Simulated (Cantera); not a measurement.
What does this Cantera script print?

```python
import numpy as np
import cantera as ct

gas_names = """
    C CN CO CO2 C2 CCN CNC C2N2 C2O C3 C3O2 C4 C4N2 C5 N NCO NO NO2 NO3 N2 N2O O O2 O3 Si SiC SiC2 SiN
    SiO SiO2 Si2 Si2C Si2N Si3
""".split()
cond_names = """
    C(gr) Si(cr) Si(L) SiC(b) SiO2(Lqz) SiO2(hqz) SiO2(L) Si2N2O(s) Si3N4(a)
""".split()


# ... load() reads the species with a 1 bar reference pressure and builds the phases ...
atoms = {
    'SiC': {'Si': 1, 'C': 1},
    'O2': {'O': 2},
    'N2': {'N': 2},
}
top_T = {'C(gr)': 4500, 'SiC(b)': 3050, 'Si2N2O(s)': 2100, 'Si3N4(a)': 2400}  # K; cautious upper limits of use, not melting points


# ... equilibrate(T, P, feed) seeds the gas with the atoms and calls Mixture.equilibrate('TP', solver="vcs", rtol=1e-11, max_steps=5000) ...
results = []
feed = {'SiC': 1, 'O2': 0.0066, 'N2': 60}  # mol
T = 1600  # K
P = 71  # Pa
mix = equilibrate(T, P, feed)
results.append((T, P, feed, dict(zip(mix.species_names, mix.species_moles))))
print(gas.report(threshold=0.001))
for i in range(1, mix.n_phases):
    print(f"{mix.phase(i).name:16s} {mix.phase_moles(i):12.5e} mol")
```

Output:

```
       temperature   1600 K
          pressure   71 Pa
           density   0.00014952 kg/m^3
  mean mol. weight   28.016 kg/kmol
   phase of matter   gas

                          1 kg             1 kmol
                     ---------------   ---------------
          enthalpy        1.4938e+06        4.1849e+07  J
   internal energy        1.0189e+06        2.8546e+07  J
           entropy             10866        3.0441e+05  J/K
    Gibbs function       -1.5892e+07       -4.4521e+08  J
 heat capacity c_p            1251.9             35072  J/K
 heat capacity c_v             955.1             26758  J/K

                      mass frac. Y      mole frac. X     chem. pot. / RT
                     ---------------   ---------------   ---------------
                N2            0.9997           0.99976           -33.463
     [  +33 minor]        0.00030128        0.00024467

C(gr)             0.00000e+00 mol
Si(cr)            0.00000e+00 mol
SiC(b)            9.92648e-01 mol
SiO2(hqz)         0.00000e+00 mol
Si2N2O(s)         0.00000e+00 mol
Si3N4(a)          0.00000e+00 mol
```

Cantera equilibrium calculation (NASA polynomials, part measured and part estimated; ideal gas, pure solids and liquids).
